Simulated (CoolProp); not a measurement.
Vapour pressure (kPa) of C2F6 (R116): the reference equation beside estimates from Tc = 19.9 °C, pc = 3048 kPa, ω = 0.257. Clausius-Clapeyron is anchored at -60.75 °C with a constant enthalpy of vaporisation of 15.04 kJ/mol.

The numbers come from the reference Helmholtz-energy equation of state, Lemmon 2006 in CoolProp. It is a short technical equation, of lower accuracy than the large ones.

| T (°C) | reference | Lee-Kesler | Clausius-Clapeyron | van der Waals | Redlich-Kwong | Peng-Robinson |
|---|---|---|---|---|---|---|
| -66.25 | 183.7 | [?] | 188.2 | 638.4 | 286.5 | 182.9 |
| -63.55 | 208.1 | 208.5 | 210.6 | 681.5 | 318.9 | 207.2 |
| -60.75 | 236.0 | 236.6 | 236.0 | 728.2 | 355.3 | 234.9 |
| -58.05 | 265.5 | 266.4 | 262.6 | 775.1 | [?] | 264.3 |
| -55.35 | 297.7 | 298.9 | 291.5 | 823.9 | 433.5 | 296.3 |
| -52.65 | 332.8 | [?] | 322.7 | 874.7 | 476.8 | 331.3 |
| -49.95 | 371.0 | 372.8 | 356.4 | 927.5 | [?] | 369.4 |
| -47.15 | [?] | 416.0 | 394.0 | 984.3 | 574.4 | 412.2 |
| -44.45 | 458.7 | 461.1 | [?] | [?] | 627.0 | 457.0 |
| -41.75 | 507.0 | 509.7 | 474.9 | 1100 | 682.9 | 505.4 |
| -39.05 | 559.0 | 562.1 | 519.7 | 1161 | 742.2 | 557.6 |

Question: Some entries are withheld; supply them.

Answer: 
- -66.25, Lee-Kesler: 183.8
- -58.05, Redlich-Kwong: 393.0
- -52.65, Lee-Kesler: 334.3
- -49.95, Redlich-Kwong: 523.1
- -47.15, reference: 413.9
- -44.45, Clausius-Clapeyron: 433.1
- -44.45, van der Waals: 1041

Absolute difference from the reference over all 11 rows, mean and median: Lee-Kesler 0.4 and 0.5 %, Clausius-Clapeyron 3.4 and 3.0 %, van der Waals 168.6 and 162.8 %, Redlich-Kwong 43.7 and 43.3 %, Peng-Robinson 0.4 and 0.4 %.
